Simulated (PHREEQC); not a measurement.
Consider water at 50 °C with 9.5 mmol/kgw Cu(NO3)2, 0.14 mmol/kgw HNO3 and 0.43 mmol/kgw NaCl. Closed to the air; pH follows from the charge balance.

Model: ion-association model, phreeqc.dat, run in PHREEQC.

```csv
quantity,before,after
pH,3.90,3.90
Cl- (mol/kgw),0.000413,0.000809
CuCl+ (mol/kgw),1.74e-5,3.38e-5
Cu2(OH)2+2 (mol/kgw),1.40e-6,1.39e-6
CuOH+ (mol/kgw),4.82e-7,4.80e-7
Cu(OH)2 (mol/kgw),6.76e-9,6.72e-9
```

**Question.** Which change was made?
(A) NaCl replaced by CdCl2 at the same molality
(B) HNO3 from 0.00014 to 1.4e-05 mol/kgw
(C) 0.00039 mol/kgw HBr added

**Answer.** A, NaCl replaced by CdCl2 at the same molality

This is a speciation only: nothing precipitates in the calculation. At this temperature some constants are extrapolated from 25 °C, and those without enthalpy data are left unchanged.
